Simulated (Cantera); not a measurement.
Charge: 1 mol CH₃Cl, 0.046 mol F₂, equilibrated at 3548 K and 200 Pa.

Equilibrium computed with Cantera from the NASA thermochemical tables; the gas is ideal and each condensed phase is pure. The numbers say what is thermodynamically allowed, not how fast it happens.

```csv
species,before,after
H,0.603,0.540
Cl,0.203,0.186
C,0.152,0.142
F,0.0154,0.0938
HF,0.00299,0.0163
C₂,0.0129,0.0112
CF,0.000337,0.00192
C₂H,0.000255,0.000199
H₂,0.00168,0.00135
C₃,0.00835,0.00678
HCl,0.000854,0.000702
CH,5.84e-5,4.88e-5
```
Gas species are given as mole fractions.

**Question.** What was changed between the two runs?
A. pressure from 200 Pa to 1.80 Pa
B. temperature from 3548 K to 3375 K
C. F₂ from 0.046 to 1 mol
D. F₂ from 0.046 to 0.3 mol

**Answer.** D, F₂ from 0.046 to 0.3 mol
